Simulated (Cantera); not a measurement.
**TiO₂ + SiCl₄ + O₂ (oxide etching and cleaning by halides)**

Input: 1 mol TiO₂, 0.31 mol SiCl₄, 0.38 mol O₂, held at 22.0 mbar.

Equilibrium computed with Cantera from the NASA thermochemical tables; the gas is ideal and each condensed phase is pure. Candidate condensed phases: Si, SiO₂, Ti, TiCl₂, TiCl₃, TiCl₄, TiO, TiO₂, Ti₂O₃, Ti₃O₅, Ti₄O₇; 24 gas species. Mutual solubility and eutectic melting of coexisting phases are not modelled. The tables hold silica as quartz up to 1696 K and as liquid above; real silica turns to tridymite and cristobalite and melts near 1996 K. Condensed phases not in the tables: TiOCl, alloys, solid solutions and most ternary compounds. The numbers say what is thermodynamically allowed, not how fast it happens.

| T (K) | log p Cl₂ | log p Cl | log p O₂ | log p TiCl₄ | log p ClO | log p O | n SiO₂(β-quartz) | n TiO₂(rutile) | n SiO₂(condensed) |
|---|---|---|---|---|---|---|---|---|---|
| 1150 | -1.71 | -3.42 | -2.65 | -5.83 | -6.11 | -9.41 | 0.310 | 1.000 | 0 |
| 1225 | -1.72 | -3.08 | -2.66 | -5.35 | -5.83 | -8.71 | 0.310 | 1.000 | 0 |
| 1300 | -1.74 | -2.78 | -2.67 | -4.95 | -5.59 | -8.09 | 0.310 | 1.000 | 0 |
| 1375 | -1.77 | -2.52 | -2.68 | -4.62 | -5.39 | -7.54 | 0.310 | 0.999 | 0 |
| 1450 | -1.83 | -2.30 | -2.70 | -4.37 | -5.23 | -7.04 | 0.310 | 0.998 | 0 |
| 1525 | -1.91 | -2.12 | -2.72 | -4.20 | -5.10 | -6.61 | 0.310 | 0.998 | 0 |
| 1600 | -2.02 | -1.97 | -2.75 | -4.12 | -5.01 | -6.22 | 0.310 | 0.997 | 0 |
| 1675 | -2.18 | -1.86 | -2.79 | -4.14 | -4.96 | -5.86 | 0.310 | 0.997 | 0 |
| 1750 | -2.37 | -1.79 | -2.84 | -4.25 | -4.94 | -5.54 | 0 | 0.997 | 0.310 |
| 1825 | -2.59 | -1.74 | -2.87 | -4.44 | -4.94 | -5.25 | 0 | 0.998 | 0.310 |
| 1900 | -2.82 | -1.72 | -2.89 | -4.69 | -4.95 | -4.97 | 0 | 0.998 | 0.310 |
log p: log10 of the partial pressure in bar; n: condensed amount in mol.

From 1150 K to 1675 K the condensed part is SiO₂(β-quartz) + TiO₂(rutile). From 1750 K to 1900 K the condensed part is SiO₂(condensed) + TiO₂(rutile). The main Ti-bearing gas is TiCl₄ throughout.
